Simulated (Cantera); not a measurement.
Feed: 1 mol SiC, 0.0079 mol O₂, 720 mol N₂, held at 0.0563 Torr.

Equilibrium computed with Cantera from the NASA thermochemical tables; the gas is ideal and each condensed phase is pure. Candidate condensed phases: C, Si, SiC, SiO₂, Si₂N₂O, Si₃N₄; 34 gas species. N₂ is the only nitrogen source here; it is nearly inert below about 1500 K, so the nitride shown seldom forms there in practice. Mutual solubility and eutectic melting of coexisting phases are not modelled. Rates play no part.

Problem. Which condensed phases are stable at each of these points (T (°C)): 1025, 1050, 1075, 1100, 1125, 1150, 1175, 1200, 1225, 1250, 1275?

Solution. 
```tsv
T (°C)	condensed phases	Si condensed (%)
1025	SiC(s) + Si₃N₄(s)	99.9
1050	SiC(s) + Si₃N₄(s)	99.7
1075	SiC(s) + Si₃N₄(s)	99.5
1100	SiC(s) + Si₃N₄(s)	99.2
1125	SiC(s)	99.2
1150	SiC(s)	99.1
1175	SiC(s)	99.0
1200	SiC(s)	98.9
1225	SiC(s)	98.8
1250	SiC(s)	98.6
1275	SiC(s)	98.5
```

From 1025 °C to 1100 °C the condensed part is SiC(s) + Si₃N₄(s). From 1125 °C to 1275 °C the condensed part is SiC(s).
